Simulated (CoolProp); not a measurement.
Computed with CoolProp (reference Helmholtz-energy equation of state, McLinden 2015).

Task: Give the vapour pressure (MPa), liquid density (kg/m³), vapour Z of saturated the fluoroketone C6F12O (FK-5-1-12) at 369.3 K.

Result: 
```csv
T (K),p (MPa),liquid density (kg/m³),vapour Z
369.3,0.406,1360,0.828
```
